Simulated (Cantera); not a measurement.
Feed: 1 mol Si3N4, 2.7 mol H2O, 4.9 mol H2, at 1998 K.

Equilibrium computed with Cantera from the NASA thermochemical tables; the gas is ideal and each condensed phase is pure. Candidate condensed phases: H2O, Si, SiO2, Si2N2O, Si3N4; 35 gas species. Mutual solubility and eutectic melting of coexisting phases are not modelled. The tables hold silica as quartz up to 1696 K and as liquid above; real silica turns to tridymite and cristobalite and melts near 1996 K. Gases not in the tables: Si(OH)4, Si2H6 and higher silanes. Kinetics and transport are ignored.

Question: Which condensed phases are stable at each of these points (P (Pa)): 0.100, 0.750, 5.60, 42, 320, 2400, 18000, 130000, 1000000?

Answer: 
| P (Pa) | condensed phases | Si condensed (%) |
|---|---|---|
| 0.100 | gas only | 0.0 |
| 0.750 | gas only | 0.0 |
| 5.60 | gas only | 0.0 |
| 42 | gas only | 0.0 |
| 320 | Si(l) | 3.9 |
| 2400 | Si(l) | 9.1 |
| 18000 | Si2N2O(s) | 19.7 |
| 130000 | SiO2(l) + Si2N2O(s) | 80.3 |
| 1000000 | SiO2(l) + Si2N2O(s) | 98.8 |

From 1.00e-6 bar to 0.000420 bar nothing is condensed. From 0.00320 bar to 0.0240 bar the condensed part is Si(l). At 0.180 bar the condensed part is Si2N2O(s). From 1.30 bar to 10.0 bar the condensed part is SiO2(l) + Si2N2O(s).
